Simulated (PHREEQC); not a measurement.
Make-up at 20 °C: 47 mmol/kgw FeSO4, 43 mmol/kgw NiCl2, 6.8 mmol/kgw HCl and 47 mmol/kgw Na2SO4. Closed to the air; pH follows from the charge balance.

All values are PHREEQC results (ion-association model, wateq4f.dat), not measurements.

| Property | Value |
|---|---|
| pH | 2.65 |
| ionic strength | 0.308 mol/kgw |
| activity of water | 0.994 |
| total alkalinity | -6.80 meq/kg |

| species | molality | activity | log γ |
|---|---|---|---|
| Cl- | 0.0898 | 0.0612 | -0.167 |
| Na+ | 0.0884 | 0.0641 | -0.139 |
| SO4-2 | 0.0515 | 0.0129 | -0.600 |
| Fe+2 | 0.0291 | 0.00846 | -0.537 |
| Ni+2 | 0.0249 | 0.00726 | -0.535 |
| FeSO4 | 0.0165 | 0.0177 | 0.031 |
| NiSO4 | 0.0163 | 0.0175 | 0.031 |
| NaSO4- | 0.00558 | 0.00403 | -0.142 |
| HSO4- | 0.00360 | 0.00252 | -0.154 |
| H+ | 0.00285 | 0.00223 | -0.106 |

Precipitation was switched off in this run. Complexes and solids missing from the database can't appear.
